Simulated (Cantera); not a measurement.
**Ignition delay**

Mixture: 6.22 % CH₄, 19.7 % O₂, 74.1 % N₂, equivalence ratio 0.63, at 4.93 atm, adiabatic and at constant pressure. Ignition delay is the time to a rise of 400 K.

Cantera simulation using GRI-Mech 3.0 (53 species, 325 reactions); the numbers are that mechanism's predictions, not measurements.

```
T0 (K)  delay (ms)
------  ----------
1000           151
1075          45.1
1150          15.4
1225          5.78
1300          2.33
1375         0.999
```

- apparent activation energy between 1225 and 1375 K: 160 kJ/mol
